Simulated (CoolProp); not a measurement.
A single-stage vapour-compression cycle with ammonia: evaporating at 209.15 K (dew point), condensing at 247.15 K (bubble point), superheat 10 K, subcooling 5 K, compressor efficiency 0.65, no pressure losses. Each further row changes one setting.

Values from CoolProp's reference Helmholtz-energy equation of state, Gao 2020.

```json
[
 {"case": "as stated", "cooling COP": "2.88", "pressure ratio": "8.66", "discharge temperature (K)": "434.1", "refrigerating effect (kJ/kg)": "1330", "volumetric capacity (kJ/m³)": "209"},
 {"case": "evaporating temperature 214.15 K", "cooling COP": "3.51", "pressure ratio": "6.20", "discharge temperature (K)": "403.6", "refrigerating effect (kJ/kg)": "1340", "volumetric capacity (kJ/m³)": "288"},
 {"case": "condensing temperature 242.15 K", "cooling COP": "3.40", "pressure ratio": "6.81", "discharge temperature (K)": "406.6", "refrigerating effect (kJ/kg)": "1350", "volumetric capacity (kJ/m³)": "212"},
 {"case": "subcooling 10 K", "cooling COP": "2.93", "pressure ratio": "8.66", "discharge temperature (K)": "434.1", "refrigerating effect (kJ/kg)": "1350", "volumetric capacity (kJ/m³)": "212"},
 {"case": "superheat 20 K", "cooling COP": "2.80", "pressure ratio": "8.66", "discharge temperature (K)": "451.6", "refrigerating effect (kJ/kg)": "1350", "volumetric capacity (kJ/m³)": "202"},
 {"case": "compressor efficiency 0.55", "cooling COP": "2.44", "pressure ratio": "8.66", "discharge temperature (K)": "469.3", "refrigerating effect (kJ/kg)": "1330", "volumetric capacity (kJ/m³)": "209"}
]
```
